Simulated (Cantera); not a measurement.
Reactions in the system H-N-O-Sr

Cantera with NASA thermochemical tables; ideal gases at 1 bar, condensed phases pure. Values are per mole of reaction as written; species without (g) are pure solids or liquids, kept so even where they would boil at 1 bar.

6 OH(g) + 6 Sr + N2(g) → 6 SrO + 2 NH3(g)

```json
[
 {"T (K)": "473", "ΔH° (kJ)": "-3881.8", "ΔS° (J/K)": "-910.0", "ΔG° (kJ)": "-3451.4", "log10 K": "381.14", "condensed phases": "Sr(s), SrO(s)"},
 {"T (K)": "623", "ΔH° (kJ)": "-3879.7", "ΔS° (J/K)": "-906.3", "ΔG° (kJ)": "-3315.1", "log10 K": "277.94", "condensed phases": "Sr(s), SrO(s)"},
 {"T (K)": "773", "ΔH° (kJ)": "-3875.7", "ΔS° (J/K)": "-900.5", "ΔG° (kJ)": "-3179.6", "log10 K": "214.85", "condensed phases": "Sr(s), SrO(s)"},
 {"T (K)": "923", "ΔH° (kJ)": "-3874.8", "ΔS° (J/K)": "-899.7", "ΔG° (kJ)": "-3044.4", "log10 K": "172.28", "condensed phases": "Sr(s), SrO(s)"},
 {"T (K)": "1073", "ΔH° (kJ)": "-3916.7", "ΔS° (J/K)": "-939.7", "ΔG° (kJ)": "-2908.5", "log10 K": "141.58", "condensed phases": "Sr(l), SrO(s)"},
 {"T (K)": "1223", "ΔH° (kJ)": "-3914.0", "ΔS° (J/K)": "-937.3", "ΔG° (kJ)": "-2767.7", "log10 K": "118.21", "condensed phases": "Sr(l), SrO(s)"},
 {"T (K)": "1373", "ΔH° (kJ)": "-3910.1", "ΔS° (J/K)": "-934.3", "ΔG° (kJ)": "-2627.3", "log10 K": "99.95", "condensed phases": "Sr(l), SrO(s)"},
 {"T (K)": "1523", "ΔH° (kJ)": "-3905.1", "ΔS° (J/K)": "-930.8", "ΔG° (kJ)": "-2487.4", "log10 K": "85.31", "condensed phases": "Sr(l), SrO(s)"},
 {"T (K)": "1673", "ΔH° (kJ)": "-3899.0", "ΔS° (J/K)": "-927.1", "ΔG° (kJ)": "-2348.1", "log10 K": "73.31", "condensed phases": "Sr(l), SrO(s)"},
 {"T (K)": "1823", "ΔH° (kJ)": "-3892.0", "ΔS° (J/K)": "-923.0", "ΔG° (kJ)": "-2209.3", "log10 K": "63.30", "condensed phases": "Sr(l), SrO(s)"}
]
```
